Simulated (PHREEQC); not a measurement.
Consider water at 69 °C with 0.15 mol ZnSO4, 0.00033 mol NaF and 0.0001 mol NaCl per kg of water. It is in equilibrium with CO2 at log p = -2 (atm). Otherwise closed; pH follows from the charge balance.

The numbers come from PHREEQC with the ion-association model, wateq4f.dat.

This is a speciation only: nothing precipitates in the calculation.

### Question
Order these S species by the share of S that they hold, largest first: Zn(SO4)2-2, ZnSO4, SO4-2.

### Answer
ZnSO4 (42 %), SO4-2 (33 %), Zn(SO4)2-2 (24 %)

The pH is 4.95 and the ionic strength 0.273 mol/kgw. Away from 25 °C the constants follow the database's enthalpies or fits; those with neither stay at their 25 °C values.
